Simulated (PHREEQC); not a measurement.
Solution (20 °C): 0.0032 mol/kgw CaCl2 and 6.8e-05 mol/kgw CO2. Closed to the air; pH follows from the charge balance.

Computed with PHREEQC (ion-association model, phreeqc.dat).

No solid was allowed to form.

Problem. What pH, specific conductance does the model give?

Solution. pH 5.29; specific conductance 701 µS/cm.

Problem. In which forms is C present?

Solution. CO2 92 %, HCO3- 8.1 % of the C.
